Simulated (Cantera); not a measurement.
# CH3Cl + H2 (fluorocarbon and chlorocarbon gases)

Input: 1 mol CH3Cl, 0.18 mol H2, equilibrated at 0.110 bar.

These are equilibrium values from Cantera (NASA tables, ideal gas, pure condensed phases), not measurements of a reactor. Candidate condensed phases: C, C6H6, C7H8, C8H18; 91 gas species. The tables' values for CCl are old estimates; treat these amounts as uncertain. Rates play no part.

From 2475 K to 3275 K the condensed part is C(graphite). From 3375 K to 3475 K nothing is condensed. The main C-bearing gas is C2H2 (acetylene) at 2475 K and C3 at 3475 K.

| T (K) | x H | x H2 | x HCl | x Cl | x C3 | x C2H2 (acetylene) | x C2H | x C | n C(graphite) |
|---|---|---|---|---|---|---|---|---|---|
| 2475 | 0.0482 | 0.506 | 0.413 | 0.0279 | 3.05e-6 | 0.00492 | 3.19e-5 | 1.07e-6 | 0.977 |
| 2575 | 0.0729 | 0.487 | 0.391 | 0.0411 | 1.40e-5 | 0.00716 | 8.98e-5 | 4.12e-6 | 0.966 |
| 2675 | 0.106 | 0.463 | 0.363 | 0.0579 | 5.72e-5 | 0.00996 | 0.000231 | 1.43e-5 | 0.950 |
| 2775 | 0.148 | 0.431 | 0.328 | 0.0781 | 0.000210 | 0.0132 | 0.000550 | 4.55e-5 | 0.928 |
| 2875 | 0.200 | 0.392 | 0.288 | 0.101 | 0.000704 | 0.0167 | 0.00121 | 0.000133 | 0.897 |
| 2975 | 0.259 | 0.346 | 0.244 | 0.125 | 0.00217 | 0.0200 | 0.00248 | 0.000362 | 0.850 |
| 3075 | 0.323 | 0.294 | 0.198 | 0.148 | 0.00618 | 0.0226 | 0.00475 | 0.000924 | 0.768 |
| 3175 | 0.387 | 0.239 | 0.153 | 0.167 | 0.0165 | 0.0240 | 0.00845 | 0.00222 | 0.599 |
| 3275 | 0.439 | 0.180 | 0.110 | 0.179 | 0.0412 | 0.0233 | 0.0139 | 0.00505 | 0.213 |
| 3375 | 0.492 | 0.137 | 0.0782 | 0.187 | 0.0552 | 0.0153 | 0.0152 | 0.00906 | 0 |
| 3475 | 0.543 | 0.104 | 0.0560 | 0.194 | 0.0542 | 0.00838 | 0.0134 | 0.0142 | 0 |
x: gas mole fraction; n: condensed amount in mol.
